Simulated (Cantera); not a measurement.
What does this Cantera script print?

```python
import numpy as np
import cantera as ct

gas = ct.Solution("SiF4_NH3_mec.yaml", "gas")
gas.TPX = 2098, 13332, {'NH3': 1, 'H2': 14, 'N2': 0.018}
reactor = ct.IdealGasConstPressureReactor(gas, energy="off", clone=False)
net = ct.ReactorNet([reactor])
net.rtol, net.atol = 1e-08, 1e-18
show = ['NH3', 'H2', 'NH', 'N2', 'NH2']
times = np.geomspace(0.0002, 4, 9)

steps = ct.SolutionArray(gas, extra=["t"])
rows = []
print(f"{'t/s':>10s}{'T/K':>9s}{'P/Pa':>11s}" + "".join(f"{s:>11s}" for s in show))
for t in times:
    while net.time < t:
        t_next = net.step()
        steps.append(gas.state, t=t_next)
    rows.append([np.interp(t, steps.t, y) for y in (steps.T, steps.P, *steps(*show).X.T)])
    print(f"{t:10.3e}{rows[-1][0]:9.1f}{rows[-1][1]:11.4g}" + "".join(f"{x:11.3e}" for x in rows[-1][2:]))
rate = np.gradient(steps.T, steps.t)
print("integrator steps:", len(steps.t))
if steps.T.max() > steps.T[0] + 200:
    print(f"time of steepest temperature rise: {steps.t[rate.argmax()]:.4e} s")
gas.TPX = 2098, 13332, {'NH3': 1, 'H2': 14, 'N2': 0.018}
gas.equilibrate("TP")
print(f"equilibrium (TP): T = {gas.T:.1f} K  " + "  ".join(f"{s} {gas[s].X[0]:.3e}" for s in show))
```

It prints:

```
       t/s      T/K       P/Pa        NH3         H2         NH         N2        NH2
 2.000e-04   2098.0  1.333e+04  6.656e-02  9.321e-01  6.202e-08  1.198e-03  2.097e-05
 6.897e-04   2098.0  1.333e+04  6.650e-02  9.319e-01  7.313e-07  1.199e-03  7.154e-05
 2.378e-03   2098.0  1.333e+04  6.618e-02  9.313e-01  7.078e-06  1.259e-03  2.226e-04
 8.202e-03   2098.0  1.333e+04  6.329e-02  9.322e-01  1.524e-05  2.548e-03  3.203e-04
 2.828e-02   2098.0  1.333e+04  5.293e-02  9.377e-01  1.454e-05  7.410e-03  2.858e-04
 9.754e-02   2098.0  1.333e+04  2.833e-02  9.504e-01  1.222e-05  1.895e-02  1.911e-04
 3.364e-01   2098.0  1.333e+04  1.978e-03  9.612e-01  5.597e-06  3.130e-02  3.402e-05
 1.160e+00   2098.0  1.333e+04  4.915e-05  9.595e-01  3.190e-07  3.218e-02  1.279e-06
 4.000e+00   2098.0  1.333e+04  1.024e-05  9.595e-01  6.655e-08  3.220e-02  2.665e-07
integrator steps: 1228
equilibrium (TP): T = 2098.0 K  NH3 3.861e-07  H2 9.595e-01  NH 2.510e-09  N2 3.220e-02  NH2 1.005e-08
```

Cantera simulation using the gas-phase N/H chemistry of the illustrative SiF4/NH3 mechanism in the Surface Chemkin manual (1991); the numbers are that mechanism's predictions, not measurements. Walls and surfaces, which speed up NH3 decomposition in real reactors, are not modelled.
